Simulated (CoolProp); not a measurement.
A simple Rankine cycle with R11: condensing at 327.15 K, boiler at 3.64 MPa, turbine inlet 460 K, turbine efficiency 0.65, pump efficiency 0.7, no recuperator. Each further row changes one setting.

The numbers come from the reference Helmholtz-energy equation of state, Jacobsen 1992 in CoolProp.

| case | thermal efficiency (%) | net work (kJ/kg) | heat in (kJ/kg) | turbine exit temperature (K) | volume ratio over the turbine |
|---|---|---|---|---|---|
| as stated | 12.8 | 26.6 | 208 | 345.2 | 18.5 |
| turbine inlet 480 K | 13.4 | 31.3 | 233 | 376.9 | ? |
| condensing temperature 319.15 K | ? | 29.3 | 215 | 339.5 | ? |
| boiler pressure 2.55 MPa | ? | 28.6 | 231 | 378.8 | ? |
| turbine efficiency 0.55 | 10.6 | 22.0 | 208 | ? | ? |

Problem. What belongs in the gaps?

Solution. 
- turbine inlet 480 K, volume ratio over the turbine: 15.9
- condensing temperature 319.15 K, thermal efficiency (%): 13.6
- condensing temperature 319.15 K, volume ratio over the turbine: 23.2
- boiler pressure 2.55 MPa, thermal efficiency (%): 12.3
- boiler pressure 2.55 MPa, volume ratio over the turbine: 10.3
- turbine efficiency 0.55, turbine exit temperature (K): 352.4
- turbine efficiency 0.55, volume ratio over the turbine: 18.9
